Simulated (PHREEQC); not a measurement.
0.3 g of hydrous ferric oxide (600 m²/g; 0.2 weak and 0.005 strong sites per Fe, Dzombak-Morel constants, diffuse double layer) in 1 kg of water with 0.001 mol/kgw of an inert sodium salt and 1.4e-05 mol H3BO3 and 4.7e-06 mol ZnCl2, at 25 °C; the pH is set by adding NaOH or the inert anion's acid. Oxygen is held at 0.21 atm. CO2 from the air is kept out. No solid was allowed to form.

The series has 13 steps of pH, from 4 to 12.

The numbers come from PHREEQC with the ion-association model, wateq4f.dat.

**Question.** Near which pH is half of the Zn sorbed, and on which side is more sorbed?

**Answer.** Near pH 6.0, with more sorbed at higher pH.

Species that the database lacks are ignored.
